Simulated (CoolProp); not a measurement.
The fluoroketone C6F12O (FK-5-1-12) along the isobar 1.44 MPa: density (kg/m³) from the reference equation and from simpler models built on Tc = 441.8 K, pc = 1.869 MPa, ω = 0.471; each cubic takes its own stable root.

Computed with CoolProp (reference Helmholtz-energy equation of state, McLinden 2015).

| T (K) | phase | reference | van der Waals | Redlich-Kwong |
|---|---|---|---|---|
| 256.1 | liquid | 1727 | 1020 | 1494 |
| 278.3 | liquid | 1666 | 988.3 | 1439 |
| 300.4 | liquid | 1602 | 954.3 | 1378 |
| 322.6 | liquid | 1534 | 916.6 | 1310 |
| 344.8 | liquid | 1461 | 874.1 | 1235 |
| 367 | liquid | 1379 | 824.5 | 1148 |
| 389.1 | liquid | 1284 | 762.8 | 1043 |
| 411.3 | liquid | 1160 | 669.9 | 900.3 |
| 433.5 | gas | 213.4 | 189.6 | 202.8 |
| 455.7 | gas | 169.4 | 165.2 | 170.4 |
| 477.8 | gas | 147.9 | 148.8 | 151.0 |
| 500 | gas | 133.5 | 136.4 | 137.2 |
